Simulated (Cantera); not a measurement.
**PbO + CO (carbothermic reduction)**

Feed: 1 mol PbO, 1.8 mol CO.

These are equilibrium values from Cantera (NASA tables, ideal gas, pure condensed phases), not measurements of a reactor. Candidate condensed phases: C, Pb, PbO, PbO2, Pb3O4; 15 gas species. Kinetics and transport are ignored.

Task: Map the stable condensed phases over T = 1123, 1273, 1423, 1573, 1723, 1873, 2023, 2173, 2323, 2473, 2623 K and P in Pa = 10, 32, 100, 320, 1000, 3200, 10000, 32000, 100000, 320000, 1000000.

Result: 
```
T in K \ P in Pa
              10      32     100     320    1000    3200   10000   32000  100000  320000 1000000
   2623        A       A       A       A       A       A       A       A       A       A       A
   2473        A       A       A       A       A       A       A       A       A       A       A
   2323        A       A       A       A       A       A       A       A       A       A       A
   2173        A       A       A       A       A       A       A       A       A       A       B
   2023        A       A       A       A       A       A       A       A       A       B       B
   1873        A       A       A       A       A       A       A       A       A       B       B
   1723        A       A       A       A       A       A       A       A       B       B       B
   1573        A       A       A       A       A       A       A       B       B       B       B
   1423        A       A       A       A       A       B       B       B       B       B       B
   1273        A       A       A       A       B       B       B       B       B       B       B
   1123        A       A       B       B       B       B       B       B       B       B       B
```
A: gas only; B: Pb.
